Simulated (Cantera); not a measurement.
Input: 1 mol B₂H₆, 0.5 mol O₂, 6.6 mol N₂, 0.26 mol NH₃, held at 7.50 Torr.

These are equilibrium values from Cantera (NASA tables, ideal gas, pure condensed phases), not measurements of a reactor. Candidate condensed phases: B, BN, B₂O₃, B₃O₃H₃, H₂O; 39 gas species. The feed counts by its element totals alone. Mutual solubility and eutectic melting of coexisting phases are not modelled. Rates play no part.

**Question.** What share of the B ends up in condensed phases as a function of T (K), at 1548, 1598, 1648, 1698, 1748, 1798, 1848, 1898, 1948, 1998, 2048, 2098, 2148, 2198?

**Answer.** 
| T (K) | B condensed (%) | as |
|---|---|---|
| 1548 | 88.4 | BN(s) + B₂O₃(l) |
| 1598 | 75.3 | BN(s) + B₂O₃(l) |
| 1648 | 65.6 | BN(s) |
| 1698 | 63.7 | BN(s) |
| 1748 | 61.4 | BN(s) |
| 1798 | 58.8 | BN(s) |
| 1848 | 56.2 | BN(s) |
| 1898 | 54.0 | BN(s) |
| 1948 | 52.3 | BN(s) |
| 1998 | 51.2 | BN(s) |
| 2048 | 50.6 | BN(s) |
| 2098 | 50.2 | BN(s) |
| 2148 | 49.9 | BN(s) |
| 2198 | 49.6 | BN(s) |
